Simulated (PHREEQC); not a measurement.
**Copper plating or etch bath**

Solution (25 °C): 0.00145 mol/kgw CuSO4 and 0.000135 mol/kgw KCl. Closed to the air; pH follows from the charge balance.

Equilibrium calculation in PHREEQC: ion-association model, wateq4f.dat.

Precipitation was switched off in this run.

### Question
What pH does the model give?

### Answer
pH 5.25.

### Question
In which forms is Cu present?

### Answer
Cu+2 87 %, CuSO4 12 % of the Cu.

The solution is supersaturated, for example in Brochantite, Antlerite, so a real one may precipitate; this is no full list. Species that the database lacks are ignored.
